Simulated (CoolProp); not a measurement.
Saturation properties of R227EA (Tc = 374.9 K, pc = 2.925 MPa, ω = 0.358).

Computed with CoolProp (reference Helmholtz-energy equation of state, Lemmon 2016).

| T (K) | p (MPa) | liquid density (kg/m³) | vapour Z | surface tension (mN/m) | liquid viscosity (µPa s) | liquid conductivity (mW/(m K)) |
|---|---|---|---|---|---|---|
| 252.3 | 0.08304 | 1560 | 0.9572 | 12.6 | 443 | 71.4 |
| 258.6 | ? | ? | 0.9482 | 11.8 | 407 | 69.8 |
| 264.8 | 0.1414 | 1516 | 0.9381 | ? | ? | 68.3 |
| 271.1 | 0.1808 | 1494 | 0.9266 | ? | 344 | 66.7 |
| 277.4 | 0.2283 | 1470 | 0.9138 | 9.48 | ? | 65.0 |
| 283.6 | 0.2839 | 1446 | 0.8999 | ? | 291 | 63.4 |
| 289.9 | 0.3504 | 1422 | 0.8843 | 7.99 | 268 | 61.8 |
| 296.1 | 0.4269 | 1396 | 0.8674 | 7.27 | 246 | 60.1 |
| 302.4 | 0.5168 | 1369 | 0.8487 | 6.55 | 226 | 58.5 |
| 308.6 | 0.6186 | 1342 | 0.8285 | 5.86 | 208 | 56.9 |
| 314.9 | 0.7369 | 1313 | 0.8062 | 5.17 | 190 | 55.2 |

Some entries are withheld; supply them.


- 258.6, p (MPa): 0.1094
- 258.6, liquid density (kg/m³): 1538
- 264.8, surface tension (mN/m): 11.0
- 264.8, liquid viscosity (µPa s): 374
- 271.1, surface tension (mN/m): 10.2
- 277.4, liquid viscosity (µPa s): 316
- 283.6, surface tension (mN/m): 8.73

It boils at 256.8 K under 1 atm.

Viscosity comes from a separate model (Huber 2003), an estimate that may be off by 10 % or more. Thermal conductivity comes from a separate model (Huber 2003), an estimate that may be off by 10 % or more. Surface tension comes from a separate correlation (Mulero 2012).
